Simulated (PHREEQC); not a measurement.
Dissolve 140 mmol/kgw NH3, 26 mmol/kgw K2SO4 and 7.7 mmol/kgw KH2PO4 at 25 °C. Closed to the air; pH follows from the charge balance.

Computed with PHREEQC (ion-association model, phreeqc.dat).

| quantity | before | after |
|---|---|---|
| pH | 10.60 | 10.31 |
| ionic strength (mol/kgw) | 0.0945 | 0.0932 |
| K+ (mol/kgw) | 0.0562 | 0.0558 |
| HPO4-2 (mol/kgw) | 0.00693 | 0.00710 |
| PO4-3 (mol/kgw) | 0.000482 | 0.000313 |
| KHPO4- (mol/kgw) | 0.000283 | 0.000284 |

Q: Name the change that produced these shifts.
(A) KH2PO4 from 0.0077 to 0.00847 mol/kgw
(B) temperature from 25 to 35 °C
(C) K2SO4 from 0.026 to 0.0234 mol/kgw
(D) K2SO4 left out
(E) NH3 from 0.14 to 0.126 mol/kgw

A: B, temperature from 25 to 35 °C

No solid was allowed to form.
